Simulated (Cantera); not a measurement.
What does this Cantera script print?

```python
import numpy as np
import cantera as ct

gas_names = """
    CL CL2 H HCL H2 Si SiCL SiCL2 SiCL3 SiCL4 SiH SiHCL3 SiH2 SiH2CL2 SiH3 SiH3CL SiH4 Si2 Si3
""".split()
cond_names = """
    Si(cr) Si(L)
""".split()


# ... load() reads the species with a 1 bar reference pressure and builds the phases ...
atoms = {
    'SiH2Cl2': {'Si': 1, 'H': 2, 'CL': 2},
    'H2': {'H': 2},
}
top_T = {}  # K; cautious upper limits of use, not melting points


# ... equilibrate(T, P, feed) seeds the gas with the atoms and calls Mixture.equilibrate('TP', solver="vcs", rtol=1e-11, max_steps=5000) ...
results = []
feed = {'SiH2Cl2': 1, 'H2': 69}  # mol
P = 1000  # Pa
for T in [1300, 1400, 1500, 1600, 1700, 1800, 1900, 2000, 2100, 2200]:
    mix = equilibrate(T, P, feed)
    results.append((T, P, feed, dict(zip(mix.species_names, mix.species_moles))))

top = {s: max(r[3][s] / sum(r[3][g] for g in gas_names) for r in results) for s in gas_names}
cols = sorted((s for s in top if top[s] > 1e-06), key=lambda s: -top[s])[:5]
seen = [c for c in cond_names if any(r[3].get(c, 0) > 1e-12 for r in results)]
print("log10 of partial pressures in bar; condensed amounts in mol")
print(f"{'T/K':>10s}" + "".join(f"{s[:9]:>10s}" for s in cols + seen))
for T, P, feed, n in results:
    ng = sum(n[g] for g in gas_names)
    print(f"{T:10.4g}" + "".join(f"{np.log10(max(n[s] / ng * P / 1e5, 1e-99)):10.3f}" for s in cols)
          + "".join(f"{n.get(c, 0):10.4g}" for c in seen))
```

It prints:

```
log10 of partial pressures in bar; condensed amounts in mol
       T/K        H2         H       HCL        Si     SiCL2    Si(cr)     Si(L)
      1300    -2.012    -6.962    -3.609   -10.364    -4.779     0.877         0
      1400    -2.012    -6.319    -3.612    -9.085    -4.742    0.8692         0
      1500    -2.012    -5.760    -3.615    -7.978    -4.713     0.861         0
      1600    -2.012    -5.271    -3.619    -7.011    -4.689    0.8525         0
      1700    -2.012    -4.838    -3.622    -6.168    -4.678         0    0.8419
      1800    -2.013    -4.453    -3.616    -5.498    -4.728         0    0.8343
      1900    -2.016    -4.108    -3.613    -4.899    -4.778         0    0.7662
      2000    -2.021    -3.799    -3.616    -4.361    -4.831         0    0.5209
      2100    -2.031    -3.522    -3.618    -3.956    -4.956         0         0
      2200    -2.042    -3.271    -3.606    -3.921    -5.373         0         0
```

These are equilibrium values from Cantera (NASA tables, ideal gas, pure condensed phases), not measurements of a reactor. The tables' values for SiCl, SiCl3 are old estimates; treat these amounts as uncertain. Gases not in the tables: Si2H6 and higher silanes.
